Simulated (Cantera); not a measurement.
Thermodynamics of silicon epitaxy and polysilicon growth, feed Si2H6 + HCl + H2

A closed system holds: 1 mol Si2H6, 0.096 mol HCl, 9.8 mol H2, equilibrated at 1673 K and 1 atm.

These are equilibrium values from Cantera (NASA tables, ideal gas, pure condensed phases), not measurements of a reactor. Candidate condensed phases: Si; 19 gas species. The feed counts by its element totals alone. Gases not in the tables: Si2H6 and higher silanes. The numbers say what is thermodynamically allowed, not how fast it happens.

```
Quantity       Result
----------  ---------
x(H2)           0.993
x(HCl)        0.00707
x(SiCl2)     0.000181
x(H)         0.000113
x(SiH2)       1.09e-5
x(SiH3Cl)     2.36e-6
x(SiH2Cl2)    1.80e-6
x(SiH4)       1.24e-6
x(SiCl3)      1.19e-6
n(Si(s))     2.00 mol
gas amount  12.90 mol
```
